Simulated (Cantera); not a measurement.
Source: NASA polynomial tables (part measured, part estimated), evaluated in Cantera. Values are per mole of reaction as written; species without (g) are pure solids or liquids, kept so even where they would boil at 1 bar.

PbS(g) + 2 H(g) = Pb + H₂S(g)

```csv
T (K),ΔH° (kJ),ΔS° (J/K),ΔG° (kJ),log10 K,condensed phases
300,[?],[?],[?],[?],Pb(s)
1600,-590.7,-215.7,-245.6,8.02,Pb(l)
1700,[?],[?],[?],[?],Pb(l)
1800,-590.3,-215.5,-202.4,5.87,Pb(l)
1900,-590.0,-215.3,-180.9,4.97,Pb(l)
2000,-589.6,-215.1,-159.4,4.16,Pb(l)
2100,[?],[?],[?],[?],Pb(l)
2200,[?],[?],[?],[?],Pb(l)
```

Q: Fill in the missing entries.

A: 
- 300, ΔH° (kJ): -588.3
- 300, ΔS° (J/K): -210.4
- 300, ΔG° (kJ): -525.2
- 300, log10 K: 91.45
- 1700, ΔH° (kJ): -590.5
- 1700, ΔS° (J/K): -215.6
- 1700, ΔG° (kJ): -224.0
- 1700, log10 K: 6.88
- 2100, ΔH° (kJ): -589.2
- 2100, ΔS° (J/K): -214.9
- 2100, ΔG° (kJ): -137.9
- 2100, log10 K: 3.43
- 2200, ΔH° (kJ): -588.8
- 2200, ΔS° (J/K): -214.7
- 2200, ΔG° (kJ): -116.4
- 2200, log10 K: 2.76
